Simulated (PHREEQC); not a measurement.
Synthetic water in mg/kgw, 50 °C, pH 6.12, pe 2.6:

```
constituent         mg/kgw
------------------  ------
Na                    2700
K                     22.6
Ca                     950
Mg                     303
Cl                    6160
S(6) as SO4            749
Alkalinity as HCO3   0.212
B                     4.54
Li                    1.59
Si as SiO2            90.1
Mn(2)                 24.7
```

Valence states are taken as typed.

Equilibrium calculation in PHREEQC: ion-association model, phreeqc.dat.

Problem. The ionic strength comes out as 0.221 mol/kgw. What activity coefficients do Na+, SO4-2, Ca+2, MnCl+, LiSO4- get?

Solution. Na+ 0.73, SO4-2 0.27, Ca+2 0.30, MnCl+ 0.72, LiSO4- 0.72.

No solid was allowed to form. Examples of supersaturated solids here: Quartz (slow to form), Chalcedony (slow to form). Others may be too. Away from 25 °C the constants follow the database's enthalpies or fits; those with neither stay at their 25 °C values.
